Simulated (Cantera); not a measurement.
Charge: 1 mol Si, 2.2 mol HCl, 1.6 mol H2, equilibrated at 300 °C and 1.70 bar.

Equilibrium computed with Cantera from the NASA thermochemical tables; the gas is ideal and each condensed phase is pure. Candidate condensed phases: Si; 19 gas species. Equilibrium is a limit: real reactors are often held back by kinetics, nucleation or transport.

Base state: H2 0.806, SiCl4 0.112, SiHCl3 0.0790, SiH2Cl2 0.00255, HCl 1.62e-5, SiH3Cl 1.56e-5 (mole fractions); condensed: Si(s).

Task: What changes in the equilibrium state with this change: HCl from 2.2 to 4.4 mol?

Result: 
```tsv
species	before	after
H2	0.806	0.720
SiCl4	0.112	0.200
HCl	1.62e-5	0.0800
SiHCl3	0.0790	2.55e-5
SiH2Cl2	0.00255	<1e-9
SiH3Cl	1.56e-5	<1e-9
Si(s), mol	0.383	0
```
